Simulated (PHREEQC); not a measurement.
Solution A (0.004 mol/kgw CaSO4, 3.2e-05 mol/kgw Na2HPO4 and 0.1 mol/kgw MgSO4) is mixed with solution B (4.2 mmol/kgw ZnSO4, 0.56 mmol/kgw MgSO4 and 44 mmol/kgw HCl) at 25 °C; shares are by mass of water, 1 kg in all. Oxygen is held at 0.21 atm. CO2 from the air is kept out. Solids allowed: Gypsum, Brucite, Portlandite, Hydroxyapatite, Zincite(c), Zn4(OH)6SO4, Zn5(OH)8Cl2, Zn3(PO4)2:4w, Halite, Mirabilite, Epsomite, Goslarite. Others were left out.

Computed with PHREEQC (ion-association model, wateq4f.dat).

| share of solution B | pH | Zn+2 (mol/kgw) | MgHPO4 (mol/kgw) | H2PO4- (mol/kgw) |
|---|---|---|---|---|
| 0 | 7.30 | 0 | 2.08e-5 | 1.97e-6 |
| 0.1 | ? | 0.000179 | 6.06e-9 | 1.72e-5 |
| 0.2 | 2.51 | 0.000381 | 2.20e-9 | ? |
| 0.3 | 2.30 | 0.000610 | 1.02e-9 | 1.12e-5 |
| 0.4 | 2.14 | ? | 5.13e-10 | 8.67e-6 |
| 0.5 | 2.01 | 0.00117 | ? | 6.47e-6 |
| 0.6 | 1.89 | 0.00152 | 1.24e-10 | ? |
| 0.7 | 1.77 | 0.00193 | 5.34e-11 | 3.02e-6 |
| 0.8 | 1.67 | 0.00241 | 1.86e-11 | 1.74e-6 |
| 0.9 | 1.56 | 0.00298 | 3.77e-12 | 7.42e-7 |
| 1 | 1.46 | 0.00371 | 0 | 0 |

Some entries are withheld; supply them.


- 0.1, pH: 2.84
- 0.2, H2PO4- (mol/kgw): 1.40e-5
- 0.4, Zn+2 (mol/kgw): 0.000872
- 0.5, MgHPO4 (mol/kgw): 2.58e-10
- 0.6, H2PO4- (mol/kgw): 4.59e-6

H3PO4, which wateq4f.dat lacks, is added to it with the constant of phreeqc.dat. The database has no phosphate complexes of Zn.
